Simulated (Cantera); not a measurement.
Input: 1 mol Si, 0.56 mol N₂O, 4.5 mol H₂, equilibrated at 1598 K and 0.100 bar.

Method: chemical equilibrium by Gibbs-energy minimisation in Cantera with the NASA 1993 tables (ideal gas, pure condensed phases). Candidate condensed phases: H₂O, Si, SiO₂, Si₂N₂O, Si₃N₄; 35 gas species. Mutual solubility and eutectic melting of coexisting phases are not modelled. The tables hold silica as quartz up to 1696 K and as liquid above; real silica turns to tridymite and cristobalite and melts near 1996 K. The numbers say what is thermodynamically allowed, not how fast it happens.

Base state: H₂ 0.979, N₂ 0.0181, SiO 0.00214, H 0.000167, H₂O 0.000112 (mole fractions); condensed: SiO₂(β-quartz) + Si₂N₂O(s).

What changes in the equilibrium state with this change: N₂O from 0.56 to 2 mol?


```csv
species,before,after
H₂,0.979,0.691
N₂,0.0181,0.308
SiO,0.00214,0.000411
H₂O,0.000112,0.000411
H,0.000167,0.000140
"SiO₂(β-quartz), mol",0.0364,0.997
"Si₂N₂O(s), mol",0.477,0
```
